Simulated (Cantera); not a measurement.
A Cantera script and its output.

```python
import numpy as np
import cantera as ct

gas = ct.Solution("gri30.yaml")
gas.TPX = 1348, 1000000, {'CH4': 1, 'O2': 3.39, 'N2': 12.7}
reactor = ct.IdealGasReactor(gas, energy="on", clone=False)
net = ct.ReactorNet([reactor])
net.rtol, net.atol = 1e-08, 1e-16
show = ['CH4', 'O2', 'H2', 'N2O', 'CO2']
times = np.geomspace(1e-06, 0.8, 13)

steps = ct.SolutionArray(gas, extra=["t"])
rows = []
print(f"{'t/s':>10s}{'T/K':>9s}{'P/Pa':>11s}" + "".join(f"{s:>11s}" for s in show))
for t in times:
    while net.time < t:
        t_next = net.step()
        steps.append(gas.state, t=t_next)
    rows.append([np.interp(t, steps.t, y) for y in (steps.T, steps.P, *steps(*show).X.T)])
    print(f"{t:10.3e}{rows[-1][0]:9.1f}{rows[-1][1]:11.4g}" + "".join(f"{x:11.3e}" for x in rows[-1][2:]))
rate = np.gradient(steps.T, steps.t)
print("integrator steps:", len(steps.t))
if steps.T.max() > steps.T[0] + 200:
    print(f"time of steepest temperature rise: {steps.t[rate.argmax()]:.4e} s")
gas.TPX = 1348, 1000000, {'CH4': 1, 'O2': 3.39, 'N2': 12.7}
gas.equilibrate("UV")
print(f"equilibrium (UV): T = {gas.T:.1f} K  " + "  ".join(f"{s} {gas[s].X[0]:.3e}" for s in show))
```

Output:

```
       t/s      T/K       P/Pa        CH4         O2         H2        N2O        CO2
 1.000e-06   1348.0      1e+06  5.851e-02  1.984e-01  1.042e-09  3.958e-14  3.910e-15
 3.104e-06   1348.0      1e+06  5.851e-02  1.984e-01  4.168e-09  2.783e-13  9.884e-14
 9.635e-06   1348.0      1e+06  5.851e-02  1.984e-01  2.220e-08  2.314e-12  3.611e-12
 2.991e-05   1348.0      1e+06  5.851e-02  1.984e-01  2.060e-07  2.014e-11  2.138e-10
 9.283e-05   1348.2      1e+06  5.845e-02  1.983e-01  3.733e-06  1.656e-10  1.976e-08
 2.882e-04   1351.8  1.003e+06  5.788e-02  1.979e-01  5.728e-05  1.384e-09  5.959e-07
 8.944e-04   2716.8   2.03e+06  5.291e-17  7.625e-02  1.384e-03  4.186e-06  5.352e-02
 2.776e-03   2696.3  2.014e+06  4.574e-17  7.138e-02  1.325e-03  4.284e-06  5.377e-02
 8.618e-03   2696.0  2.013e+06  4.565e-17  7.132e-02  1.324e-03  4.287e-06  5.378e-02
 2.675e-02   2696.0  2.013e+06  4.565e-17  7.132e-02  1.324e-03  4.287e-06  5.378e-02
 8.303e-02   2696.0  2.013e+06  4.565e-17  7.132e-02  1.324e-03  4.287e-06  5.378e-02
 2.577e-01   2696.0  2.013e+06  4.565e-17  7.132e-02  1.324e-03  4.287e-06  5.378e-02
 8.000e-01   2696.0  2.013e+06  4.565e-17  7.132e-02  1.324e-03  4.287e-06  5.378e-02
integrator steps: 2082
time of steepest temperature rise: 6.5516e-04 s
equilibrium (UV): T = 2696.0 K  CH4 6.395e-17  O2 7.132e-02  H2 1.324e-03  N2O 4.287e-06  CO2 5.378e-02
```

Computed with Cantera and GRI-Mech 3.0 (53 species, 325 reactions).
